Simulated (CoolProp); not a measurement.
Properties of water along the isobar 11600 kPa (Tc = 647.1 K, pc = 22060 kPa, ω = 0.344).

Values from CoolProp's reference Helmholtz-energy equation of state, Wagner 2002.

```csv
T (K),phase,cv (kJ/(kg K)),isothermal compressibility (1/MPa),expansivity (1/kK),conductivity (mW/(m K)),fugacity coefficient
537.3,liquid,3.114,0.001589,2.053,609,0.3753
545.2,liquid,3.095,0.001776,?,599,0.4178
553,liquid,?,0.002003,2.389,588,0.4626
560.8,liquid,3.064,0.002287,2.607,577,0.5100
568.6,liquid,?,0.002652,2.874,565,0.5600
576.4,liquid,3.042,?,3.215,?,0.6125
584.3,liquid,3.038,0.003830,3.675,538,0.6681
592.1,liquid,3.040,0.004854,4.320,?,?
599.9,gas,3.038,0.1649,8.609,84.1,0.7575
607.7,gas,2.797,0.1483,6.923,79.8,0.7710
```

Q: What belongs in the gaps?

A: 
- 545.2, expansivity (1/kK): 2.209
- 553, cv (kJ/(kg K)): 3.079
- 568.6, cv (kJ/(kg K)): 3.051
- 576.4, isothermal compressibility (1/MPa): 0.003139
- 576.4, conductivity (mW/(m K)): 552
- 592.1, conductivity (mW/(m K)): 523
- 592.1, fugacity coefficient: 0.7252

Thermal conductivity comes from a separate model (Huber 2012).
